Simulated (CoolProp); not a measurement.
A Linde-Hampson liquefier for methane: isothermal reversible compression at 290 K from 1 atm to 25 MPa, throttling to 1 atm, return gas leaving the recuperator 0 K below the feed. Each further row changes one setting.

Computed with CoolProp (reference Helmholtz-energy equation of state, Setzmann 1991).

```csv
case,liquid yield per pass,compression work (kJ/kg of gas)
as stated,___,774
high pressure 50 MPa,___,___
warm-end temperature 320 K,___,___
warm-end gap 5 K,___,774
```

**Question.** Complete the blanks.

**Answer.** 
- as stated, liquid yield per pass: 0.241
- high pressure 50 MPa, liquid yield per pass: 0.267
- high pressure 50 MPa, compression work (kJ/kg of gas): 877
- warm-end temperature 320 K, liquid yield per pass: 0.184
- warm-end temperature 320 K, compression work (kJ/kg of gas): 875
- warm-end gap 5 K, liquid yield per pass: 0.231
